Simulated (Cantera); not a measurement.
Input: 1 mol Si, 0.25 mol H2O, 87 mol N2, equilibrated at 7.20 Torr.

These are equilibrium values from Cantera (NASA tables, ideal gas, pure condensed phases), not measurements of a reactor. Candidate condensed phases: H2O, Si, SiO2, Si2N2O, Si3N4; 35 gas species. N2 is the only nitrogen source here; it is nearly inert below about 1500 K, so the nitride shown seldom forms there in practice. Mutual solubility and eutectic melting of coexisting phases are not modelled. The tables' values for SiN are old estimates; treat these amounts as uncertain. The numbers say what is thermodynamically allowed, not how fast it happens.

log p: log10 of the partial pressure in bar; n: condensed amount in mol.

```tsv
T (°C)	log p N2	log p H2	log p SiO	log p Si	log p H	n Si2N2O(s)	n Si3N4(s)	n Si(l)
1125	-2.02	-4.56	-8.30	-11.27	-7.60	0.250	0.167	0
1175	-2.02	-4.56	-7.55	-10.38	-7.31	0.250	0.167	0
1225	-2.02	-4.56	___	___	___	0.249	0.167	0
1275	-2.02	-4.56	-6.21	-8.77	-6.79	0.244	0.169	0
1325	-2.02	-4.56	-5.60	-8.04	-6.55	0.227	0.174	0
1375	-2.02	-4.56	___	___	___	___	___	0
1425	-2.02	-4.57	-4.56	-6.72	-6.12	0	0.249	0
1475	-2.02	-4.57	-4.56	-6.11	-5.93	0	0.247	0
1525	-2.02	-4.57	-4.56	-5.54	-5.74	0	0.240	0
1575	-2.02	-4.58	-4.56	-5.20	-5.57	0	0	0.683
1625	-2.02	-4.60	-4.56	-4.91	-5.40	0	0	0.621
1675	-2.02	-4.61	-4.56	-4.63	-5.25	0	0	0.509
```

Problem. Fill in the missing entries.

Solution. 
- 1375, log p SiO: -5.03
- 1375, log p Si: -7.36
- 1375, log p H: -6.33
- 1375, n Si2N2O(s): 0.166
- 1375, n Si3N4(s): 0.195
- 1225, log p SiO: -6.86
- 1225, log p Si: -9.55
- 1225, log p H: -7.04
